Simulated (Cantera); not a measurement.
An isothermal, constant-pressure homogeneous reactor starts with 27.0 % CH4, 51.4 % H2O, 21.6 % H2, at 1375 K and 9.87 atm.

Cantera simulation using GRI-Mech 3.0 (53 species, 325 reactions); the numbers are that mechanism's predictions, not measurements.

**Question.** Predict: x(CH4) at 100 s; x(H2O) at 100 s; x(H2) at 100 s; x(CO2) at 100 s.

**Answer.** 
- x(CH4) at 100 s = 0.197 (gas-phase equilibrium 0.000786)
- x(H2O) at 100 s = 0.411 (gas-phase equilibrium 0.143)
- x(H2) at 100 s = 0.346 (gas-phase equilibrium 0.681)
- x(CO2) at 100 s = 0.0153 (gas-phase equilibrium 0.0161)
